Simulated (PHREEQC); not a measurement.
Brine: speciation

Dissolve 0.4 mol/kgw Na2SO4, 0.34 mol/kgw KCl and 4.4 mol/kgw KBr at 25 °C. Closed to the air; pH follows from the charge balance.

Computed with PHREEQC (Pitzer model, pitzer.dat).

Each row changes one thing in this solution. This is a speciation only: nothing precipitates in the calculation.

```tsv
case	pH	ionic strength (mol/kgw)
as made	7.06	5.94
KCl left out	7.06	5.60
Na2SO4 replaced by NaCl at the same molality	6.73	5.14
KBr from 4.4 to 3.96 mol/kgw	7.08	5.50
KBr replaced by NaBr at the same molality	6.71	5.94
KBr replaced by K2CO3 at the same molality	13.01	14.7
KCl replaced by K2CO3 at the same molality	11.54	6.62
```

Species that the database lacks are ignored. Some of these states are supersaturated (in Arcanite, Glaserite, for instance).
